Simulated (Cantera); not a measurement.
Input (Python, Cantera):

```python
import numpy as np
import cantera as ct

gas = ct.Solution("h2o2.yaml")
gas.TPX = 1173, 1333, {'H2': 0.034, 'O2': 1}
inlet = ct.Reservoir(gas, clone=True)

reactor = ct.IdealGasConstPressureReactor(gas, energy="off", clone=False)
exhaust = ct.Reservoir(gas, clone=True)
tau = [7.9, 3.9, 1.9, 0.96, 0.48, 0.24, 0.12, 0.058, 0.029, 0.014, 0.0071][0]
for a, b in ((inlet, reactor), (reactor, exhaust)):
    ct.MassFlowController(a, b, mdot=lambda t: reactor.mass / tau)
net = ct.ReactorNet([reactor])
show = ['H2', 'O2', 'O', 'H2O2', 'HO2', 'H2O']

rows = []
print(f"{'tau/s':>10s}{'T/K':>9s}" + "".join(f"{s:>11s}" for s in show))
for tau in [7.9, 3.9, 1.9, 0.96, 0.48, 0.24, 0.12, 0.058, 0.029, 0.014, 0.0071]:
    net.initial_time = 0.0
    net.advance(30 * tau)
    before = gas.X
    net.advance(40 * tau)
    drift = np.max(np.abs(gas.X - before) / (gas.X + 1e-9))
    rows.append([gas.T, *gas[show].X, drift])
    print(f"{tau:10.3e}{gas.T:9.1f}" + "".join(f"{x:11.3e}" for x in gas[show].X))
```

Output:

```
     tau/s      T/K         H2         O2          O       H2O2        HO2        H2O
 7.900e+00   1173.0  3.830e-05  9.656e-01  7.360e-04  3.474e-08  5.904e-07  3.316e-02
 3.900e+00   1173.0  5.841e-05  9.652e-01  1.163e-03  4.067e-08  7.780e-07  3.307e-02
 1.900e+00   1173.0  8.927e-05  9.644e-01  1.838e-03  4.677e-08  1.008e-06  3.293e-02
 9.600e-01   1173.0  1.329e-04  9.633e-01  2.805e-03  5.245e-08  1.260e-06  3.275e-02
 4.800e-01   1173.0  1.982e-04  9.618e-01  4.232e-03  5.798e-08  1.544e-06  3.248e-02
 2.400e-01   1173.0  2.947e-04  9.596e-01  6.214e-03  6.327e-08  1.846e-06  3.209e-02
 1.200e-01   1173.0  4.381e-04  9.567e-01  8.768e-03  6.860e-08  2.149e-06  3.153e-02
 5.800e-02   1173.0  6.679e-04  9.532e-01  1.184e-02  7.507e-08  2.449e-06  3.073e-02
 2.900e-02   1173.0  1.015e-03  9.499e-01  1.463e-02  8.370e-08  2.708e-06  2.973e-02
 1.400e-02   1173.0  1.629e-03  9.473e-01  1.671e-02  9.801e-08  2.949e-06  2.838e-02
 7.100e-03   1173.0  2.623e-03  9.460e-01  1.739e-02  1.188e-07  3.141e-06  2.671e-02
```

Cantera simulation using the H2/O2 subset of GRI-Mech 3.0, which has no nitrogen chemistry; the numbers are that mechanism's predictions, not measurements. Radical loss at walls, strong at low pressure, is not modelled.
